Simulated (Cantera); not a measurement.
Feed: 1 mol Si, 2.9 mol SF6, 3.4 mol F2, held at 673 K and 21.8 Torr.

Cantera equilibrium calculation (NASA polynomials, part measured and part estimated; ideal gas, pure solids and liquids). Candidate condensed phases: S, Si; 21 gas species. The numbers say what is thermodynamically allowed, not how fast it happens.

Base state: SF6 0.546, F2 0.263, SiF4 0.188, F 0.00247 (mole fractions); condensed: gas only.

What changes in the equilibrium state with this change: pressure from 21.8 Torr to 0.428 Torr?


```
species   before   after
-------  -------  ------
SF6        0.546   0.542
F2         0.263   0.253
SiF4       0.188   0.187
F        0.00247  0.0173
```
